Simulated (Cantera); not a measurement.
**Transport properties of process gases**

Gas mixture: 43.4 % N₂, 30.9 % H₂, 25.7 % CO₂, at 0.000987 atm, frozen composition.

Cantera's kinetic-theory transport with the Lennard-Jones parameters of GRI-Mech 3.0, ideal gas; thermal conductivity in the multicomponent form.

```json
[
 {"T (K)": "400", "ρ (kg/m³)": "0.000724", "cp (J/kg/K)": "1345", "μ (µPa s)": "21.1", "λ (mW/m/K)": "61.8", "Pr": "0.460", "D (cm²/s) NH₃": "445", "D (cm²/s) C₂H₂": "331", "D (cm²/s) CH₃": "443"},
 {"T (K)": "650", "ρ (kg/m³)": "0.000446", "cp (J/kg/K)": "1441", "μ (µPa s)": "30.4", "λ (mW/m/K)": "90.8", "Pr": "0.482", "D (cm²/s) NH₃": "1090", "D (cm²/s) C₂H₂": "781", "D (cm²/s) CH₃": "1030"},
 {"T (K)": "900", "ρ (kg/m³)": "0.000322", "cp (J/kg/K)": "1529", "μ (µPa s)": "38.1", "λ (mW/m/K)": "119", "Pr": "0.491", "D (cm²/s) NH₃": "1950", "D (cm²/s) C₂H₂": "1370", "D (cm²/s) CH₃": "1790"},
 {"T (K)": "1150", "ρ (kg/m³)": "0.000252", "cp (J/kg/K)": "1594", "μ (µPa s)": "45.0", "λ (mW/m/K)": "145", "Pr": "0.494", "D (cm²/s) NH₃": "2980", "D (cm²/s) C₂H₂": "2070", "D (cm²/s) CH₃": "2710"},
 {"T (K)": "1400", "ρ (kg/m³)": "0.000207", "cp (J/kg/K)": "1647", "μ (µPa s)": "51.3", "λ (mW/m/K)": "171", "Pr": "0.493", "D (cm²/s) NH₃": "4180", "D (cm²/s) C₂H₂": "2880", "D (cm²/s) CH₃": "3760"},
 {"T (K)": "1650", "ρ (kg/m³)": "0.000176", "cp (J/kg/K)": "1688", "μ (µPa s)": "57.1", "λ (mW/m/K)": "197", "Pr": "0.490", "D (cm²/s) NH₃": "5520", "D (cm²/s) C₂H₂": "3790", "D (cm²/s) CH₃": "4950"},
 {"T (K)": "1900", "ρ (kg/m³)": "0.000152", "cp (J/kg/K)": "1721", "μ (µPa s)": "62.7", "λ (mW/m/K)": "221", "Pr": "0.488", "D (cm²/s) NH₃": "7010", "D (cm²/s) C₂H₂": "4800", "D (cm²/s) CH₃": "6260"}
]
```
D: mixture-averaged diffusion coefficient of that species in the mixture.
